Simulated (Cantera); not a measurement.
## Catalytic stagnation flow on Pt

A jet of CH4 : O2 : N2 = 0.021 : 0.17 : 0.79 (molar parts), equivalence ratio 0.25 at 300 K and 51.0 Torr hits a platinum plate 8.3 cm away at a mass flux of 0.089 kg/m²/s; the plate temperature is set and raised in steps from an oxygen-covered start.

Detailed kinetics in Cantera: Deutschmann's 1995 Pt surface mechanism with GRI-Mech 3.0 gas chemistry. Catalytic surfaces can have several steady states; this one follows from the mechanism file's or the stated starting coverage.

```csv
plate T (K),wall x CH4,wall x O2,wall x H2O,wall x OH,wall x CO,wall x CO2,θ free Pt,θ O*
850,0.0183,0.167,0.00588,<1e-8,4.78e-6,0.00383,0.135,0.865
900,0.0154,0.161,0.0112,2.53e-8,5.76e-6,0.00730,0.195,0.805
950,0.0123,0.154,0.0169,8.41e-8,6.36e-6,0.0111,0.260,0.739
1000,0.00964,0.148,0.0219,2.37e-7,6.70e-6,0.0143,0.329,0.670
1050,0.00755,0.144,0.0257,5.86e-7,6.96e-6,0.0168,0.397,0.602
1100,0.00601,0.141,0.0285,1.30e-6,7.28e-6,0.0187,0.464,0.535
1150,0.00489,0.138,0.0304,2.64e-6,7.73e-6,0.0200,0.528,0.471
1200,0.00408,0.137,0.0318,4.98e-6,8.37e-6,0.0209,0.589,0.411
```
x: mole fraction at the wall; θ: surface coverage.
